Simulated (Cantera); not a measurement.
Low-pressure radical oxidation in H2/O2

An isothermal, constant-pressure homogeneous reactor starts with 9.50 % H₂, 45.2 % O₂, 45.2 % N₂, equivalence ratio 0.10, at 1150 K and 2670 Pa.

Detailed kinetics in Cantera: GRI-Mech 3.0 (53 species, 325 reactions). Radical loss at walls, strong at low pressure, is not modelled. The temperature is held fixed by assumption; the heat of reaction is taken as removed at once.

```json
[
 {"t (s)": "8.00e-6", "x H₂": "0.0950", "x O₂": "0.452", "x H₂O₂": "<1e-12", "x NO₂": "<1e-12", "x NO": "<1e-12", "x H₂O": "2.07e-12"},
 {"t (s)": "2.57e-5", "x H₂": "0.0950", "x O₂": "0.452", "x H₂O₂": "<1e-12", "x NO₂": "<1e-12", "x NO": "<1e-12", "x H₂O": "5.56e-11"},
 {"t (s)": "8.26e-5", "x H₂": "0.0950", "x O₂": "0.452", "x H₂O₂": "<1e-12", "x NO₂": "<1e-12", "x NO": "<1e-12", "x H₂O": "1.26e-9"},
 {"t (s)": "0.000265", "x H₂": "0.0950", "x O₂": "0.452", "x H₂O₂": "1.02e-11", "x NO₂": "<1e-12", "x NO": "<1e-12", "x H₂O": "4.38e-8"},
 {"t (s)": "0.000853", "x H₂": "0.0949", "x O₂": "0.452", "x H₂O₂": "4.71e-10", "x NO₂": "<1e-12", "x NO": "<1e-12", "x H₂O": "6.86e-5"},
 {"t (s)": "0.00274", "x H₂": "0.00386", "x O₂": "0.401", "x H₂O₂": "2.35e-7", "x NO₂": "1.12e-11", "x NO": "4.41e-7", "x H₂O": "0.0768"},
 {"t (s)": "0.00880", "x H₂": "0.00183", "x O₂": "0.414", "x H₂O₂": "2.92e-7", "x NO₂": "6.58e-11", "x NO": "1.33e-6", "x H₂O": "0.0911"},
 {"t (s)": "0.0283", "x H₂": "0.000292", "x O₂": "0.423", "x H₂O₂": "2.66e-7", "x NO₂": "3.87e-10", "x NO": "1.51e-6", "x H₂O": "0.0985"},
 {"t (s)": "0.0909", "x H₂": "2.54e-5", "x O₂": "0.425", "x H₂O₂": "1.14e-7", "x NO₂": "2.06e-9", "x NO": "1.51e-6", "x H₂O": "0.0995"},
 {"t (s)": "0.292", "x H₂": "2.95e-6", "x O₂": "0.425", "x H₂O₂": "3.51e-8", "x NO₂": "3.71e-9", "x NO": "1.51e-6", "x H₂O": "0.0997"},
 {"t (s)": "0.938", "x H₂": "5.12e-7", "x O₂": "0.425", "x H₂O₂": "1.06e-8", "x NO₂": "3.42e-9", "x NO": "1.51e-6", "x H₂O": "0.0997"},
 {"t (s)": "3.01", "x H₂": "1.16e-7", "x O₂": "0.425", "x H₂O₂": "3.22e-9", "x NO₂": "2.52e-9", "x NO": "1.51e-6", "x H₂O": "0.0998"},
 {"t (s)": "9.69", "x H₂": "3.05e-8", "x O₂": "0.425", "x H₂O₂": "1.00e-9", "x NO₂": "2.30e-9", "x NO": "1.51e-6", "x H₂O": "0.0998"},
 {"t (s)": "31.1", "x H₂": "9.29e-9", "x O₂": "0.425", "x H₂O₂": "3.38e-10", "x NO₂": "3.86e-9", "x NO": "1.51e-6", "x H₂O": "0.0998"},
 {"t (s)": "100", "x H₂": "4.44e-9", "x O₂": "0.425", "x H₂O₂": "1.73e-10", "x NO₂": "6.97e-9", "x NO": "1.51e-6", "x H₂O": "0.0998"}
]
```
x: mole fraction; the columns are a selection and need not sum to one.

Equilibrium at this temperature and pressure: H₂ 4.05e-9, O₂ 0.425, H₂O₂ 1.60e-10, NO₂ 7.33e-7, NO 0.000146, H₂O 0.0998 (gas phase only).
